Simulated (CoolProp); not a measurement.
Computed with CoolProp (reference Helmholtz-energy equation of state, Zhou 2011).

### Question
For dimethyl carbonate, give the phase and the cp (kJ/(kg K)), cv (kJ/(kg K)), speed of sound (m/s), isothermal compressibility (1/MPa) at 506 K and 14.9 MPa.

### Answer
- 506 K and 14.9 MPa: liquid; cp 2.30, cv 1.71, speed of sound 590, isothermal compressibility 0.00491
